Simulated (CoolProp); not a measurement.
R141b at 451.61 K and 13.4 MPa flows at 0.12 m/s in a round tube of 12.7 mm bore and 1.5 µm roughness, fully developed (64/Re and Nu = 3.66 if laminar; Colebrook and Gnielinski if turbulent). Each further row changes one setting.

Model: reference Helmholtz-energy equation of state, Lemmon 2006, in CoolProp. It is a short technical equation, of lower accuracy than the large ones.

```tsv
case	Reynolds number	Darcy friction factor	pressure drop (Pa/m)	heat-transfer coefficient (W/(m² K))	mass flow (kg/h)
as stated	…	0.0299	16.1	…	…
velocity 0.24 m/s	23100	…	…	575	104
diameter 25.4 mm	23100	0.0251	…	…	208
```

Q: Some entries are withheld; supply them.

A: 
- as stated, Reynolds number: 11500
- as stated, heat-transfer coefficient (W/(m² K)): 314
- as stated, mass flow (kg/h): 52.0
- velocity 0.24 m/s, Darcy friction factor: 0.0253
- velocity 0.24 m/s, pressure drop (Pa/m): 54.5
- diameter 25.4 mm, pressure drop (Pa/m): 6.77
- diameter 25.4 mm, heat-transfer coefficient (W/(m² K)): 286

Viscosity comes from a separate model (Huber 2003), an estimate that may be off by 10 % or more. Thermal conductivity comes from a separate model (Huber 2003), an estimate that may be off by 10 % or more.
